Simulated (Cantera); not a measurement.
A perfectly stirred reactor is fed with C₂H₆ : N₂ = 1 : 35 (molar parts), at 0.0263 atm; it is held at 1800 K, and followed from long to short residence time.

Computed with Cantera and GRI-Mech 3.0 (53 species, 325 reactions). GRI-Mech 3.0 stops at C3 and has no aromatics, soot or wall deposition, so with more carbon than oxygen in the feed, carbon stays in small species such as C2H2 where larger ones or solid carbon would form. Radical loss at walls, strong at low pressure, is not modelled.

Problem. What does this change do: temperature 1800 to 1325 K?

Solution. 
```csv
quantity,before,after
x(C₂H₆) at τ = 0.870 s,5.47e-6,0.000755
x(C₂H) at τ = 0.870 s,2.97e-6,7.61e-9
x(C₂H₄) at τ = 0.870 s,3.34e-5,0.00377
x(CH₂) at τ = 0.870 s,3.80e-6,4.68e-8
x(HCN) at τ = 0.870 s,0.000457,4.65e-8
x(C₂H₆) at τ = 33.0 ms,0.000128,0.0115
x(C₂H) at τ = 33.0 ms,3.87e-6,2.77e-9
x(C₂H₄) at τ = 33.0 ms,0.000617,0.0110
x(CH₂) at τ = 33.0 ms,1.77e-5,2.45e-7
x(HCN) at τ = 33.0 ms,0.000102,2.17e-8
```

Problem. What does this change do: N2 35 to 300 parts?

Solution. 
```csv
quantity,before,after
x(C₂H₆) at τ = 0.870 s,5.47e-6,1.01e-6
x(C₂H) at τ = 0.870 s,2.97e-6,7.59e-7
x(C₂H₄) at τ = 0.870 s,3.34e-5,9.01e-6
x(CH₂) at τ = 0.870 s,3.80e-6,1.90e-6
x(HCN) at τ = 0.870 s,0.000457,0.000521
x(C₂H₆) at τ = 33.0 ms,0.000128,2.36e-5
x(C₂H) at τ = 33.0 ms,3.87e-6,1.33e-6
x(C₂H₄) at τ = 33.0 ms,0.000617,0.000146
x(CH₂) at τ = 33.0 ms,1.77e-5,8.54e-6
x(HCN) at τ = 33.0 ms,0.000102,0.000137
```
